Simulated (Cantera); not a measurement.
A perfectly stirred reactor is fed with H₂ : O₂ = 0.044 : 1 (molar parts), equivalence ratio 0.022, at 2670 Pa; it is held at 1450 K, and followed from long to short residence time.

Computed with Cantera and the H2/O2 subset of GRI-Mech 3.0, which has no nitrogen chemistry. Radical loss at walls, strong at low pressure, is not modelled. The temperature is held fixed by assumption; the heat of reaction is taken as removed at once.

**Question.** What does this change do: O2 1 to 0.26 parts?

**Answer.** 
```json
[
 {"quantity": "x(H₂) at τ = 3.90 s", "before": "3.12e-5", "after": "0.000108"},
 {"quantity": "x(O₂) at τ = 3.90 s", "before": "0.955", "after": "0.842"},
 {"quantity": "x(O) at τ = 3.90 s", "before": "0.00109", "after": "0.00102"},
 {"quantity": "x(H₂O) at τ = 3.90 s", "before": "0.0424", "after": "0.155"},
 {"quantity": "x(OH) at τ = 3.90 s", "before": "0.00111", "after": "0.00206"},
 {"quantity": "x(H₂) at τ = 22.0 ms", "before": "0.000584", "after": "0.00267"},
 {"quantity": "x(O₂) at τ = 22.0 ms", "before": "0.935", "after": "0.812"},
 {"quantity": "x(O) at τ = 22.0 ms", "before": "0.0196", "after": "0.0272"},
 {"quantity": "x(H₂O) at τ = 22.0 ms", "before": "0.0386", "after": "0.141"},
 {"quantity": "x(OH) at τ = 22.0 ms", "before": "0.00467", "after": "0.0103"}
]
```

**Question.** What does this change do: pressure from 2670 Pa to 1500 Pa?

**Answer.** 
```tsv
quantity	before	after
x(H₂) at τ = 3.90 s	3.12e-5	5.71e-5
x(O₂) at τ = 3.90 s	0.955	0.954
x(O) at τ = 3.90 s	0.00109	0.00230
x(H₂O) at τ = 3.90 s	0.0424	0.0421
x(OH) at τ = 3.90 s	0.00111	0.00162
x(H₂) at τ = 22.0 ms	0.000584	0.000785
x(O₂) at τ = 22.0 ms	0.935	0.927
x(O) at τ = 22.0 ms	0.0196	0.0261
x(H₂O) at τ = 22.0 ms	0.0386	0.0373
x(OH) at τ = 22.0 ms	0.00467	0.00538
```
